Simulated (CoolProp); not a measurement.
Computed with CoolProp (reference Helmholtz-energy equation of state, Penoncello 2003).

Task: Give the vapour pressure (MPa), enthalpy of vaporisation (kJ/kg), liquid viscosity (µPa s) of saturated CHF3 (R23) at 178 K.

Result: 
```tsv
T (K)	p (MPa)	enthalpy of vaporisation (kJ/kg)	liquid viscosity (µPa s)
178	0.0444	250	383
```

Viscosity comes from a separate model (Shan 2000).
